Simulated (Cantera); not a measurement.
Input: 1 mol Si, 18 mol HCl, at 1573.15 K and 3.68 Torr.

Cantera equilibrium calculation (NASA polynomials, part measured and part estimated; ideal gas, pure solids and liquids). Candidate condensed phases: Si; 19 gas species. The tables' values for SiCl3 are old estimates; treat these amounts as uncertain. The numbers say what is thermodynamically allowed, not how fast it happens.

Base state: HCl 0.868, H2 0.0741, SiCl2 0.0334, SiCl3 0.0119, SiCl4 0.0111, Cl 0.00147, H 0.000158, SiHCl3 0.000125 (mole fractions); condensed: gas only.

Q: What changes in the equilibrium state with this change: temperature from 1573.15 K to 700 K?

A: 
```csv
species,before,after
HCl,0.868,0.824
H2,0.0741,0.118
SiCl4,0.0111,0.0588
SiCl2,0.0334,<1e-9
SiCl3,0.0119,4.93e-9
Cl,0.00147,<1e-9
H,0.000158,<1e-9
SiHCl3,0.000125,1.72e-6
```

Q: What changes in the equilibrium state with this change: pressure from 3.68 Torr to 67.5 Torr?

A: 
| species | before | after |
|---|---|---|
| HCl | 0.868 | 0.841 |
| H2 | 0.0741 | 0.101 |
| SiCl4 | 0.0111 | 0.0373 |
| SiCl2 | 0.0334 | 0.00888 |
| SiCl3 | 0.0119 | 0.0112 |
| Cl | 0.00147 | 0.000286 |
| SiHCl3 | 0.000125 | 0.000593 |
| H | 0.000158 | 4.31e-5 |

Q: What changes in the equilibrium state with this change: pressure from 3.68 Torr to 75.0 Torr?

A: 
```csv
species,before,after
HCl,0.868,0.840
H2,0.0741,0.102
SiCl4,0.0111,0.0382
SiCl2,0.0334,0.00827
SiCl3,0.0119,0.0110
Cl,0.00147,0.000270
SiHCl3,0.000125,0.000613
H,0.000158,4.11e-5
```
